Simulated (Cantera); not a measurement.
An isothermal, constant-pressure homogeneous reactor starts with CH4 : CO2 = 1 : 0.77 (molar parts), at 2223 K and 101000 Pa.

Model: GRI-Mech 3.0 (53 species, 325 reactions), integrated in Cantera.

x: mole fraction; the columns are a selection and need not sum to one.

| t (s) | x CH4 | x CO2 | x HO2 | x HCO | x CH3 |
|---|---|---|---|---|---|
| 2.00e-5 | 0.205 | 0.317 | 1.91e-10 | [?] | 0.0244 |
| 4.85e-5 | 0.0911 | 0.228 | 2.91e-10 | [?] | 0.0117 |
| 0.000118 | 0.0328 | 0.127 | 3.56e-10 | [?] | 0.00503 |
| 0.000285 | 0.0121 | 0.0448 | 3.70e-10 | [?] | 0.00234 |
| 0.000691 | 0.00906 | 0.0227 | 1.87e-10 | [?] | 0.00172 |
| 0.00168 | 0.00676 | 0.0132 | 5.77e-11 | [?] | 0.00120 |
| 0.00406 | 0.00422 | 0.00590 | 1.09e-11 | 4.88e-7 | 0.000721 |
| 0.00985 | 0.00215 | 0.00169 | <1e-12 | 4.56e-7 | 0.000361 |
| 0.0239 | 0.000800 | 0.000180 | <1e-12 | 4.59e-7 | 0.000134 |
| 0.0579 | 0.000334 | 1.79e-6 | <1e-12 | 4.61e-7 | 5.58e-5 |
| 0.140 | 0.000323 | 4.06e-7 | <1e-12 | 4.61e-7 | 5.40e-5 |
| 0.340 | 0.000323 | 4.06e-7 | <1e-12 | 4.61e-7 | 5.40e-5 |
| 0.825 | 0.000323 | 4.06e-7 | <1e-12 | 4.61e-7 | 5.40e-5 |
| 2.00 | 0.000323 | 4.06e-7 | <1e-12 | 4.61e-7 | 5.40e-5 |

Task: Complete the blanks.

Result: 
- 2.00e-5, x HCO: 1.56e-5
- 4.85e-5, x HCO: 6.39e-6
- 0.000118, x HCO: 2.64e-6
- 0.000285, x HCO: 1.43e-6
- 0.000691, x HCO: 9.59e-7
- 0.00168, x HCO: 6.34e-7
